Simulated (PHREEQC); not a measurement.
Leach liquor (model solution)

Dissolve 0.04 mol HCl, 0.022 mol LiCl and 0.23 mol Na2SO4 per kg of water at 44 °C. Closed to the air; pH follows from the charge balance.

Equilibrium calculation in PHREEQC: ion-association model, phreeqc.dat.

Precipitation was switched off in this run.

Problem. Estimate the pH, specific conductance.

Solution. pH 2.22; specific conductance 47000 µS/cm.

Problem. In which forms is Li present?

Solution. Li+ 90 %, LiSO4- 10 % of the Li.

At this temperature some constants are extrapolated from 25 °C, and those without enthalpy data are left unchanged.
